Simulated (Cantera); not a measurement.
Thermodynamics of silicon epitaxy and polysilicon growth, feed SiCl₄ + HCl + H₂

Charge: 1 mol SiCl₄, 0.018 mol HCl, a varied amount of H₂, held at 1177 °C and 0.0100 bar.

Equilibrium computed with Cantera from the NASA thermochemical tables; the gas is ideal and each condensed phase is pure. Candidate condensed phases: Si; 19 gas species. The tables' values for SiCl₃ are old estimates; treat these amounts as uncertain. Rates play no part.

From 71 mol H₂ to 490 mol H₂ the condensed part is Si(s). The main Si-bearing gas is SiCl₂ throughout. The share of Si in condensed phases is highest at 490 mol H₂ (90.6 %) and lowest at 71 mol H₂ (55.8 %).

```csv
n(H₂) (mol),x H₂,x HCl,x SiCl₂,x H,x SiCl₃,x SiHCl₃,x SiCl₄,n Si(s)
71,0.951,0.0428,0.00594,9.22e-5,9.07e-5,9.68e-6,5.06e-6,0.558
88,0.960,0.0361,0.00418,9.26e-5,5.35e-5,5.74e-6,2.50e-6,0.618
110,0.967,0.0300,0.00287,9.30e-5,3.05e-5,3.28e-6,1.18e-6,0.674
140,0.974,0.0244,0.00189,9.33e-5,1.63e-5,1.76e-6,5.13e-7,0.728
170,0.978,0.0206,0.00134,9.35e-5,9.74e-6,1.05e-6,2.58e-7,0.767
210,0.982,0.0171,0.000918,9.37e-5,5.50e-6,5.97e-7,1.21e-7,0.804
260,0.985,0.0141,0.000621,9.39e-5,3.06e-6,3.33e-7,5.51e-8,0.836
320,0.988,0.0116,0.000422,9.40e-5,1.72e-6,1.87e-7,2.55e-8,0.863
400,0.990,0.00944,0.000277,9.41e-5,9.14e-7,9.96e-8,1.10e-8,0.887
490,0.992,0.00779,0.000189,9.42e-5,5.12e-7,5.59e-8,5.09e-9,0.906
```
x: gas mole fraction; n: condensed amount in mol.
